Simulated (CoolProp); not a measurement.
A single-stage vapour-compression cycle with R22: evaporating at 195.15 K (dew point), condensing at 233.15 K (bubble point), superheat 0 K, subcooling 8 K, compressor efficiency 0.8, no pressure losses. Each further row changes one setting.

Computed with CoolProp (reference Helmholtz-energy equation of state, Kamei 1995).

| case | cooling COP | pressure ratio | discharge temperature (K) | refrigerating effect (kJ/kg) | volumetric capacity (kJ/m³) |
|---|---|---|---|---|---|
| as stated | 3.65 | 8.80 | 300.8 | 224 | 144 |
| evaporating temperature 200.15 K | 4.42 | 6.25 | 289.2 | 226 | 200 |
| condensing temperature 228.15 K | 4.28 | 6.93 | 288.4 | 229 | 147 |
| subcooling 13 K | 3.74 | 8.80 | 300.8 | 229 | 147 |
| superheat 10 K | 3.57 | 8.80 | 313.1 | 229 | 140 |
| compressor efficiency 0.7 | 3.19 | 8.80 | 313.8 | 224 | 144 |
